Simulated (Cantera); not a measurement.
A closed system holds: 1 mol PbO, 6.4 mol N2, 0.011 mol O2, at 1200 K and 53.0 Pa.

Method: chemical equilibrium by Gibbs-energy minimisation in Cantera with the NASA 1993 tables (ideal gas, pure condensed phases). Candidate condensed phases: Pb, PbO, PbO2, Pb3O4; 12 gas species. The numbers say what is thermodynamically allowed, not how fast it happens.

Base state: N2 0.855, PbO 0.115, Pb 0.0188, O2 0.0109, NO 4.64e-5 (mole fractions); condensed: gas only.

Task: What changes in the equilibrium state with this change: PbO replaced by HgO?

Result: 
```json
[
 {"species": "N2", "before": "0.855", "after": "0.809"},
 {"species": "Hg", "before": "0", "after": "0.126"},
 {"species": "O2", "before": "0.0109", "after": "0.0645"},
 {"species": "PbO", "before": "0.115", "after": "0"},
 {"species": "Pb", "before": "0.0188", "after": "0"},
 {"species": "NO", "before": "4.64e-5", "after": "0.000110"}
]
```
Further candidate phases: Hg, HgO.
